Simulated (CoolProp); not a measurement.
The fluid at 293.15 K and 18 MPa flows at 0.31 m/s in a round tube of 50 mm bore and 45 µm roughness, fully developed (64/Re and Nu = 3.66 if laminar; Colebrook and Gnielinski if turbulent). The same conditions are run with several fluids, on thermodynamics alone (safety and materials aside).

Computed with CoolProp (reference Helmholtz-energy equation of state of each fluid (methane: Setzmann 1991; dry air: Lemmon 2000; oxygen: Schmidt 1985; C2F6 (R116): Lemmon 2006; nitrogen: Span 2000)). Blends and air are pseudo-pure fits.

```json
[
 {"fluid": "methane", "Reynolds number": "?", "Darcy friction factor": "0.0214", "pressure drop (Pa/m)": "3.02", "heat-transfer coefficient (W/(m² K))": "?", "mass flow (kg/h)": "?"},
 {"fluid": "dry air", "Reynolds number": "143000", "Darcy friction factor": "0.0211", "pressure drop (Pa/m)": "4.28", "heat-transfer coefficient (W/(m² K))": "239", "mass flow (kg/h)": "462"},
 {"fluid": "oxygen", "Reynolds number": "?", "Darcy friction factor": "0.0211", "pressure drop (Pa/m)": "5.11", "heat-transfer coefficient (W/(m² K))": "?", "mass flow (kg/h)": "553"},
 {"fluid": "C2F6 (R116)", "Reynolds number": "120000", "Darcy friction factor": "0.0215", "pressure drop (Pa/m)": "26.7", "heat-transfer coefficient (W/(m² K))": "655", "mass flow (kg/h)": "?"},
 {"fluid": "nitrogen", "Reynolds number": "?", "Darcy friction factor": "0.0212", "pressure drop (Pa/m)": "?", "heat-transfer coefficient (W/(m² K))": "232", "mass flow (kg/h)": "437"}
]
```

### Question
Complete the blanks.

### Answer

- methane, Reynolds number: 126000
- methane, heat-transfer coefficient (W/(m² K)): 417
- methane, mass flow (kg/h): 323
- oxygen, Reynolds number: 150000
- oxygen, heat-transfer coefficient (W/(m² K)): 266
- C2F6 (R116), mass flow (kg/h): 2840
- nitrogen, Reynolds number: 138000
- nitrogen, pressure drop (Pa/m): 4.06

Transport values come from each fluid's own correlations; those of C2F6 (R116) are estimates that may be off by 10 % or more.
